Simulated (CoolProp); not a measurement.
Vapour-liquid equilibrium of ethanol (1) + dimethyl carbonate (2) at 1.92 MPa; x and y are mole fractions of (1).

Model: multi-fluid Helmholtz-energy mixture model, Schroeder 2014 and Zhou 2011; pair parameters Bell 2016, in CoolProp.

Question: Give the bubble temperature and the first vapour's composition at x = 0.5, 0.575, 0.725. Is there an azeotrope?

Answer: x = 0.5: 184.5 °C, y = 0.642; x = 0.575: 182.7 °C, y = 0.689; x = 0.725: 180.0 °C, y = 0.781. y crosses x between x = 0.875 and 0.95: the model has an azeotrope there.

The pair parameters rest on a limited set of measurements; away from them the model extrapolates.
